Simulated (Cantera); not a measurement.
Input (Python, Cantera):

```python
import numpy as np
import cantera as ct

gas = ct.Solution("gri30.yaml")
gas.TPX = 1248, 1400000, {'CH4': 1, 'H2': 0.059, 'O2': 2.98, 'N2': 16}
reactor = ct.IdealGasConstPressureReactor(gas, energy="on", clone=False)
net = ct.ReactorNet([reactor])
net.rtol, net.atol = 1e-08, 1e-16
show = ['CH4', 'H2', 'O2', 'NO', 'HCO']
times = np.geomspace(9e-06, 0.3, 13)

steps = ct.SolutionArray(gas, extra=["t"])
rows = []
print(f"{'t/s':>10s}{'T/K':>9s}{'P/Pa':>11s}" + "".join(f"{s:>11s}" for s in show))
for t in times:
    while net.time < t:
        t_next = net.step()
        steps.append(gas.state, t=t_next)
    rows.append([np.interp(t, steps.t, y) for y in (steps.T, steps.P, *steps(*show).X.T)])
    print(f"{t:10.3e}{rows[-1][0]:9.1f}{rows[-1][1]:11.4g}" + "".join(f"{x:11.3e}" for x in rows[-1][2:]))
rate = np.gradient(steps.T, steps.t)
print("integrator steps:", len(steps.t))
if steps.T.max() > steps.T[0] + 200:
    print(f"time of steepest temperature rise: {steps.t[rate.argmax()]:.4e} s")
gas.TPX = 1248, 1400000, {'CH4': 1, 'H2': 0.059, 'O2': 2.98, 'N2': 16}
gas.equilibrate("HP")
print(f"equilibrium (HP): T = {gas.T:.1f} K  " + "  ".join(f"{s} {gas[s].X[0]:.3e}" for s in show))
```

Output:

```
       t/s      T/K       P/Pa        CH4         H2         O2         NO        HCO
 9.000e-06   1248.0    1.4e+06  4.990e-02  2.944e-03  1.487e-01  9.942e-19  7.063e-15
 2.144e-05   1248.0    1.4e+06  4.990e-02  2.944e-03  1.487e-01  5.116e-18  4.691e-14
 5.106e-05   1248.0    1.4e+06  4.990e-02  2.944e-03  1.487e-01  3.636e-17  4.111e-13
 1.216e-04   1248.0    1.4e+06  4.989e-02  2.941e-03  1.487e-01  5.331e-16  7.933e-12
 2.896e-04   1248.8    1.4e+06  4.976e-02  2.924e-03  1.486e-01  1.507e-14  2.279e-10
 6.899e-04   1254.7    1.4e+06  4.888e-02  2.892e-03  1.479e-01  1.785e-13  3.178e-09
 1.643e-03   2298.5    1.4e+06  1.909e-19  2.581e-04  4.706e-02  1.424e-04  8.006e-11
 3.914e-03   2297.2    1.4e+06  1.418e-19  2.570e-04  4.675e-02  7.665e-04  7.913e-11
 9.322e-03   2294.4    1.4e+06  1.382e-19  2.548e-04  4.610e-02  2.064e-03  7.725e-11
 2.220e-02   2289.8    1.4e+06  1.320e-19  2.512e-04  4.504e-02  4.220e-03  7.423e-11
 5.288e-02   2285.4    1.4e+06  1.261e-19  2.478e-04  4.400e-02  6.300e-03  7.142e-11
 1.260e-01   2284.0    1.4e+06  1.242e-19  2.467e-04  4.368e-02  6.953e-03  7.057e-11
 3.000e-01   2284.0    1.4e+06  1.241e-19  2.467e-04  4.367e-02  6.976e-03  7.054e-11
integrator steps: 1992
time of steepest temperature rise: 1.2215e-03 s
equilibrium (HP): T = 2284.0 K  CH4 1.843e-19  H2 2.467e-04  O2 4.367e-02  NO 6.976e-03  HCO 7.054e-11
```

Detailed kinetics in Cantera: GRI-Mech 3.0 (53 species, 325 reactions). The pressure lies above the range GRI-Mech 3.0 was tuned for (to about 10 atm).
